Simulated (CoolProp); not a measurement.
Vapour-liquid equilibrium of dimethyl ether (1) + n-pentane (2) at 2.43 bar; x and y are mole fractions of (1).

Computed with CoolProp (multi-fluid Helmholtz-energy mixture model, Wu 2011 and Thol 2019; pair parameters Bell 2016).

Q: Give the bubble temperature and the first vapour's composition at x = 0.15, 0.85, 0.95. Is there an azeotrope?

A: x = 0.15: 44.6 °C, y = 0.522; x = 0.85: 0.5 °C, y = 0.975; x = 0.95: -1.5 °C, y = 0.990. No azeotrope shows between x = 0.05 and 0.95.

Pair parameters are fitted to limited data, so mixtures are less certain than the pure fluids. The gap from Raoult's law changes sign with composition, which may be real or a fault of the pair parameters; it wasn't checked against measurements.
